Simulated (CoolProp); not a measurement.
Properties of R123 along the isotherm 38.65 °C.

Computed with CoolProp (reference Helmholtz-energy equation of state, Younglove 1994). It is a modified Benedict-Webb-Rubin equation, recast in Helmholtz form.

| p (MPa) | phase | density (kg/m³) | cp (kJ/(kg K)) | speed of sound (m/s) | conductivity (mW/(m K)) | fugacity coefficient |
|---|---|---|---|---|---|---|
| 2.44 | liquid | 1436 | 1.031 | 666.5 | [?] | 0.06300 |
| 4.88 | liquid | 1444 | 1.025 | 681.3 | [?] | 0.03481 |
| 7.32 | liquid | [?] | 1.020 | 695.4 | 75.7 | 0.02563 |
| 9.76 | liquid | 1458 | 1.016 | 708.9 | 76.7 | [?] |
| 12.2 | liquid | 1465 | 1.012 | 721.9 | 77.6 | 0.01874 |
| 14.6 | liquid | 1471 | 1.009 | 734.3 | 78.6 | 0.01724 |
| 17.1 | liquid | 1477 | 1.006 | 746.7 | 79.5 | 0.01627 |
| 19.5 | liquid | 1483 | 1.003 | 758.2 | 80.4 | 0.01570 |
| 22 | liquid | 1489 | 1.000 | 769.8 | 81.3 | 0.01537 |
| 24.4 | liquid | 1494 | 0.9977 | 780.6 | 82.1 | 0.01524 |
| 26.9 | liquid | 1500 | 0.9954 | 791.6 | 83.0 | 0.01525 |
| 29.3 | liquid | 1505 | 0.9934 | 801.9 | 83.8 | 0.01539 |
| 31.7 | liquid | 1510 | 0.9916 | 811.9 | 84.6 | 0.01562 |
| 34.2 | liquid | 1515 | 0.9898 | 822.1 | 85.5 | 0.01596 |
| 36.6 | liquid | 1520 | 0.9882 | 831.6 | 86.3 | 0.01637 |

### Question
Fill in the missing entries.

### Answer

- 2.44, conductivity (mW/(m K)): 73.7
- 4.88, conductivity (mW/(m K)): 74.7
- 7.32, density (kg/m³): 1451
- 9.76, fugacity coefficient: 0.02123

Thermal conductivity comes from a separate model (Laesecke 1996).
